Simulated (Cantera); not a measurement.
A perfectly stirred reactor is fed with 6.84 % CH4, 0.684 % CO, 10.8 % O2, 80.8 % N2, 0.890 % H2O, equivalence ratio 1.3, at 1000000 Pa; it is adiabatic with a 798 K inlet, and is followed from long to short residence time, starting on the burning branch (τ in s: 0.4, 0.2, 0.096, 0.047, 0.023, 0.011, 0.0056, 0.0027, 0.0013, 0.00066, 0.00032, 0.00016, 7.8e-05).

Computed with Cantera and GRI-Mech 3.0 (53 species, 325 reactions).

### Question
Predict: blow-out, bracketed by the residence times tried; x(CH4) at τ = 0.400 s; x(CO) at τ = 0.400 s; x(O2) at τ = 0.400 s; x(CH3) at τ = 0.400 s; x(C2H) at τ = 0.400 s; x(CH4) at τ = 5.60 ms; x(CO) at τ = 5.60 ms; x(O2) at τ = 5.60 ms; x(CH3) at τ = 5.60 ms; x(C2H) at τ = 5.60 ms.

### Answer
| Property | Result |
|---|---|
| blow-out, bracketed by the residence times tried | burning at 0.660 ms, out at 0.320 ms |
| x(CH4) at τ = 0.400 s | 0.000618 |
| x(CO) at τ = 0.400 s | 0.0343 |
| x(O2) at τ = 0.400 s | 5.71e-5 |
| x(CH3) at τ = 0.400 s | 1.67e-5 |
| x(C2H) at τ = 0.400 s | 1.63e-9 |
| x(CH4) at τ = 5.60 ms | 0.00325 |
| x(CO) at τ = 5.60 ms | 0.0298 |
| x(O2) at τ = 5.60 ms | 0.00224 |
| x(CH3) at τ = 5.60 ms | 0.000177 |
| x(C2H) at τ = 5.60 ms | 3.79e-8 |
